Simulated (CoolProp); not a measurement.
Vapour-liquid equilibrium of R134a (1) + methanol (2) at 0.0285 MPa; x and y are mole fractions of (1).

Model: multi-fluid Helmholtz-energy mixture model, Tillner-Roth 1994 and de Reuck 1993; pair parameters Bell 2016, in CoolProp.

| x | bubble temperature (K) | y at the bubble point | dew temperature at overall composition x (K) | liquid density (mol/L) |
|---|---|---|---|---|
| 0.05 | 252.0 | 0.968 | 307.4 | 25.00 |
| 0.15 | 235.6 | 0.992 | 305.2 | 23.79 |
| 0.25 | 231.7 | 0.994 | 302.7 | 22.36 |
| 0.35 | 230.2 | 0.995 | 299.9 | 20.98 |
| 0.45 | 229.3 | 0.996 | 296.7 | 19.69 |
| 0.55 | 228.5 | 0.996 | 292.9 | 18.51 |
| 0.65 | 227.5 | 0.997 | 288.4 | 17.41 |
| 0.75 | 226.4 | 0.997 | 282.5 | 16.40 |
| 0.85 | 225.0 | 0.998 | 274.1 | 15.47 |
| 0.95 | 223.4 | 0.999 | 257.8 | 14.60 |

No azeotrope shows between x = 0.05 and 0.95.

Pair parameters are fitted to limited data, so mixtures are less certain than the pure fluids. With so large a gap from Raoult's law the liquid may split in two, which this calculation doesn't test in full.
